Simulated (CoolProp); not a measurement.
Values from CoolProp's reference Helmholtz-energy equation of state, Span 2000.

### Question
Give the vapour pressure (bar), vapour Z, surface tension (mN/m) of saturated nitrogen at 101.4, 111.7 K.

### Answer
```
T (K)  p (bar)  vapour Z  surface tension (mN/m)
-----  -------  --------  ----------------------
101.4     8.56     0.808                    3.82
111.7     16.2     0.696                    1.95
```

Surface tension comes from a separate correlation (Mulero 2012).
